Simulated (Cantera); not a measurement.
Charge: 1 mol Cu2O, 2.6 mol CH4, 0.024 mol CO, at 2525 K.

These are equilibrium values from Cantera (NASA tables, ideal gas, pure condensed phases), not measurements of a reactor. Candidate condensed phases: C, C6H6, C7H8, C8H18, Cu, CuO, Cu(OH)2, Cu2O, H2O; 113 gas species. The numbers say what is thermodynamically allowed, not how fast it happens.

x: gas mole fraction; n: condensed amount in mol.

```json
[
 {"P (Pa)": "10", "x H2": "0.0607", "x H": "0.691", "x Cu": "0.157", "x CO": "0.0802", "x C2H2 (acetylene)": "0.000729", "n C(graphite)": "1.24", "n Cu(l)": "0"},
 {"P (Pa)": "36", "x H2": "0.154", "x H": "0.581", "x Cu": "0.172", "x CO": "0.0880", "x C2H2 (acetylene)": "0.00185", "n C(graphite)": "1.46", "n Cu(l)": "0"},
 {"P (Pa)": "130", "x H2": "0.288", "x H": "0.417", "x Cu": "0.192", "x CO": "0.0984", "x C2H2 (acetylene)": "0.00345", "n C(graphite)": "1.50", "n Cu(l)": "0"},
 {"P (Pa)": "460", "x H2": "0.411", "x H": "0.265", "x Cu": "0.211", "x CO": "0.108", "x C2H2 (acetylene)": "0.00493", "n C(graphite)": "1.50", "n Cu(l)": "0"},
 {"P (Pa)": "1700", "x H2": "[?]", "x H": "[?]", "x Cu": "0.225", "x CO": "0.115", "x C2H2 (acetylene)": "[?]", "n C(graphite)": "1.49", "n Cu(l)": "0"},
 {"P (Pa)": "6000", "x H2": "0.556", "x H": "0.0853", "x Cu": "0.232", "x CO": "0.119", "x C2H2 (acetylene)": "0.00668", "n C(graphite)": "1.48", "n Cu(l)": "0"},
 {"P (Pa)": "22000", "x H2": "0.588", "x H": "[?]", "x Cu": "0.236", "x CO": "0.122", "x C2H2 (acetylene)": "0.00706", "n C(graphite)": "1.48", "n Cu(l)": "0"},
 {"P (Pa)": "77000", "x H2": "0.607", "x H": "0.0249", "x Cu": "0.234", "x CO": "0.123", "x C2H2 (acetylene)": "0.00728", "n C(graphite)": "1.48", "n Cu(l)": "0"},
 {"P (Pa)": "280000", "x H2": "0.752", "x H": "0.0145", "x Cu": "0.0710", "x CO": "0.151", "x C2H2 (acetylene)": "0.00903", "n C(graphite)": "1.47", "n Cu(l)": "1.50"},
 {"P (Pa)": "1000000", "x H2": "0.800", "x H": "0.00793", "x Cu": "0.0199", "x CO": "0.161", "x C2H2 (acetylene)": "0.00961", "n C(graphite)": "1.47", "n Cu(l)": "1.87"}
]
```

### Question
What belongs in the gaps?

### Answer

- 22000, x H: 0.0458
- 1700, x H2: 0.502
- 1700, x H: 0.152
- 1700, x C2H2 (acetylene): 0.00603
